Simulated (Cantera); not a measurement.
A closed system holds: 1 mol Si, 1.2 mol Cl2, 17 mol H2, equilibrated at 1.00 bar.

Points: T (K) = 748, 848, 948, 1048, 1148, 1248, 1348, 1448, 1548, 1648.

Cantera's Mixture.equilibrate('TP', solver="vcs", rtol=1e-11, max_steps=5000) on the NASA tables stopped like this:

```
ERROR: FAILURE its = 5001!

*******************************************************************************
CanteraError thrown by MultiPhase::equilibrate:
VCS solver failed. Return code: -1
*******************************************************************************
```

Task: What got this run through?

Result: Several could match; the one computed here: The failure is numerical, not chemical. The same input converged with solver="gibbs", rtol=1e-10, max_steps=50000, and the result passed a check of the equilibrium conditions:
```
log10 of partial pressures in bar; condensed amounts in mol
       T/K        H2       HCL     SiCL2     SiCL4    SiHCL3     SiCL3   SiH2CL2    Si(cr)
       748    -0.018    -3.353    -6.754    -1.709    -1.731    -5.369    -2.889     0.309
       848    -0.018    -2.765    -5.440    -1.706    -1.748    -4.502    -2.848    0.3164
       948    -0.019    -2.307    -4.413    -1.713    -1.771    -3.827    -2.824    0.3327
      1048    -0.021    -1.944    -3.597    -1.738    -1.805    -3.299    -2.817    0.3629
      1148    -0.025    -1.656    -2.945    -1.797    -1.864    -2.893    -2.833    0.4079
      1248    -0.030    -1.433    -2.437    -1.916    -1.966    -2.605    -2.883      0.46
      1348    -0.037    -1.275    -2.064    -2.134    -2.142    -2.450    -2.987    0.5026
      1448    -0.042    -1.179    -1.827    -2.483    -2.414    -2.438    -3.156    0.5237
      1548    -0.046    -1.134    -1.700    -2.942    -2.767    -2.545    -3.380    0.5271
      1648    -0.047    -1.118    -1.638    -3.441    -3.148    -2.711    -3.622    0.5225
```

The gas is ideal and each condensed phase is pure. The tables' values for SiCl3 are old estimates; treat these amounts as uncertain.
